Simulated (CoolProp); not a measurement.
The numbers come from the reference Helmholtz-energy equation of state, Thol 2018 in CoolProp.

Give the vapour pressure (kPa), liquid density (kg/m³), vapour density (kg/m³), enthalpy of vaporisation (kJ/kg) of saturated hydrogen chloride at 264.6 K.


```
T (K)  p (kPa)  liquid density (kg/m³)  vapour density (kg/m³)  enthalpy of vaporisation (kJ/kg)
-----  -------  ----------------------  ----------------------  --------------------------------
264.6     2060                     961                    43.6                               331
```
